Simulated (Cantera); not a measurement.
A Cantera script and what it prints.

```python
import numpy as np
import cantera as ct

gas_names = """
    F F2 H HF H2 H2F2 H3F3 H4F4 H5F5 H6F6 H7F7 N NF NF2 NF3 NH NH2 NH3 N2 N2H2 N2H4 Si SiF SiF2 SiF3
    SiF4 SiH SiHF3 SiH2 SiH2F2 SiH3 SiH3F SiH4 SiN Si2 Si2N Si3
""".split()
cond_names = """
    Si(cr) Si(L) Si3N4(a)
""".split()


# ... load() reads the species with a 1 bar reference pressure and builds the phases ...
atoms = {
    'Si': {'Si': 1},
    'NF3': {'N': 1, 'F': 3},
    'H2': {'H': 2},
}
top_T = {'Si3N4(a)': 2400}  # K; cautious upper limits of use, not melting points


# ... equilibrate(T, P, feed) seeds the gas with the atoms and calls Mixture.equilibrate('TP', solver="vcs", rtol=1e-11, max_steps=5000) ...
results = []
feed = {'Si': 1, 'NF3': 2.1, 'H2': 65}  # mol
T = 1423  # K
P = 14  # Pa
mix = equilibrate(T, P, feed)
results.append((T, P, feed, dict(zip(mix.species_names, mix.species_moles))))
x = sorted(zip(gas.X, gas.species_names), reverse=True)
print(f"T = {T:g} K  P = {P:g} Pa  gas = {mix.phase_moles(0):.4g} mol")
print("   x: " + "  ".join(f"{s} {v:.3e}" for v, s in x if v > 1e-05))
print("   condensed (mol): " + ("  ".join(f"{mix.phase(i).name} {mix.phase_moles(i):.4g}"
      for i in range(1, mix.n_phases) if mix.phase_moles(i) > 1e-12) or "none"))
```

It prints:

```
T = 1423 K  P = 14 Pa  gas = 68.34 mol
   x: H2 9.321e-01  HF 3.732e-02  N2 1.536e-02  SiF4 1.140e-02  SiF3 2.727e-03  H 5.420e-04  SiF2 4.281e-04  SiHF3 7.798e-05
   condensed (mol): none
```

Method: chemical equilibrium by Gibbs-energy minimisation in Cantera with the NASA 1993 tables (ideal gas, pure condensed phases). The tables' values for SiF3, SiF2 are old estimates; treat these amounts as uncertain.
